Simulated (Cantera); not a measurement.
An adiabatic, constant-volume homogeneous reactor starts with H2 : O2 : N2 = 1 : 0.794 : 2.98 (molar parts), at 1275 K and 21000 Torr. Integrator tolerance rtol = 1e-08.

Detailed kinetics in Cantera: the H2/O2 subset of GRI-Mech 3.0, which has no nitrogen chemistry. The hydrogen kinetics of GRI-Mech 3.0 are dated; newer H2 mechanisms differ, most at raised pressure. The pressure lies above the range GRI-Mech 3.0 was tuned for (to about 10 atm).

Problem. What does this change do: initial temperature 1275 to 1450 K?

Solution. 
```
quantity                                                            before                                    after
---------------------------------  ---------------------------------------  ---------------------------------------
time of steepest temperature rise                                  35.0 µs                                  1.26 µs
temperature at 0.200 s                                              2931 K                                   3030 K
equilibrium temperature                                             2931 K                                   3030 K
x(H2) at 0.200 s                   0.00401 (gas-phase equilibrium 0.00401)  0.00578 (gas-phase equilibrium 0.00578)
x(O2) at 0.200 s                     0.0644 (gas-phase equilibrium 0.0644)    0.0634 (gas-phase equilibrium 0.0634)
x(O) at 0.200 s                    0.00298 (gas-phase equilibrium 0.00298)  0.00435 (gas-phase equilibrium 0.00435)
x(HO2) at 0.200 s                  6.26e-5 (gas-phase equilibrium 6.26e-5)  7.16e-5 (gas-phase equilibrium 7.16e-5)
x(H2O2) at 0.200 s                 6.58e-6 (gas-phase equilibrium 6.58e-6)  7.07e-6 (gas-phase equilibrium 7.07e-6)
x(H) at 0.200 s                    0.00106 (gas-phase equilibrium 0.00106)  0.00182 (gas-phase equilibrium 0.00182)
x(H2O) at 0.200 s                      0.218 (gas-phase equilibrium 0.218)      0.213 (gas-phase equilibrium 0.213)
```
Above 3000 K some thermodynamic fits are extrapolated.

Problem. What does this change do: pressure from 21000 Torr to 750 Torr?

Solution. 
```json
[
 {"quantity": "time of steepest temperature rise", "before": "35.0 µs", "after": "31.3 µs"},
 {"quantity": "temperature at 0.200 s", "before": "2931 K", "after": "2757 K"},
 {"quantity": "equilibrium temperature", "before": "2931 K", "after": "2757 K"},
 {"quantity": "x(H2) at 0.200 s", "before": "0.00401 (gas-phase equilibrium 0.00401)", "after": "0.0106 (gas-phase equilibrium 0.0106)"},
 {"quantity": "x(O2) at 0.200 s", "before": "0.0644 (gas-phase equilibrium 0.0644)", "after": "0.0632 (gas-phase equilibrium 0.0632)"},
 {"quantity": "x(O) at 0.200 s", "before": "0.00298 (gas-phase equilibrium 0.00298)", "after": "0.00824 (gas-phase equilibrium 0.00824)"},
 {"quantity": "x(HO2) at 0.200 s", "before": "6.26e-5 (gas-phase equilibrium 6.26e-5)", "after": "1.80e-5 (gas-phase equilibrium 1.80e-5)"},
 {"quantity": "x(H2O2) at 0.200 s", "before": "6.58e-6 (gas-phase equilibrium 6.58e-6)", "after": "8.35e-7 (gas-phase equilibrium 8.35e-7)"},
 {"quantity": "x(H) at 0.200 s", "before": "0.00106 (gas-phase equilibrium 0.00106)", "after": "0.00520 (gas-phase equilibrium 0.00520)"},
 {"quantity": "x(H2O) at 0.200 s", "before": "0.218 (gas-phase equilibrium 0.218)", "after": "0.203 (gas-phase equilibrium 0.203)"}
]
```

Problem. What does this change do: pressure from 21000 Torr to 263 Torr?

Solution. 
| quantity | before | after |
|---|---|---|
| time of steepest temperature rise | 35.0 µs | 88.3 µs |
| temperature at 0.200 s | 2931 K | 2686 K |
| equilibrium temperature | 2931 K | 2686 K |
| x(H2) at 0.200 s | 0.00401 (gas-phase equilibrium 0.00401) | 0.0132 (gas-phase equilibrium 0.0132) |
| x(O2) at 0.200 s | 0.0644 (gas-phase equilibrium 0.0644) | 0.0632 (gas-phase equilibrium 0.0632) |
| x(O) at 0.200 s | 0.00298 (gas-phase equilibrium 0.00298) | 0.0105 (gas-phase equilibrium 0.0105) |
| x(HO2) at 0.200 s | 6.26e-5 (gas-phase equilibrium 6.26e-5) | 1.16e-5 (gas-phase equilibrium 1.16e-5) |
| x(H2O2) at 0.200 s | 6.58e-6 (gas-phase equilibrium 6.58e-6) | 4.17e-7 (gas-phase equilibrium 4.17e-7) |
| x(H) at 0.200 s | 0.00106 (gas-phase equilibrium 0.00106) | 0.00758 (gas-phase equilibrium 0.00758) |
| x(H2O) at 0.200 s | 0.218 (gas-phase equilibrium 0.218) | 0.197 (gas-phase equilibrium 0.197) |
